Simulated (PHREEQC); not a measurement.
Metal-bearing waste water: speciation

Make-up at 25 °C: 0.0033 mol FeSO4 and 0.00025 mol NaHCO3 per kg of water. Closed to the air; pH follows from the charge balance.

All values are PHREEQC results (ion-association model, phreeqc.dat), not measurements.

Precipitation was switched off in this run.

Task: Estimate the pH, specific conductance, ionic strength.

Result: pH 7.29; specific conductance 647 µS/cm; ionic strength 0.0111 mol/kgw.

Task: In which forms is Fe present?

Result: Fe+2 81 %, FeSO4 17 %, FeHCO3+ 1.0 % of the Fe.

Saturation is exceeded, for instance for Siderite; the values hold only as long as no solid forms.
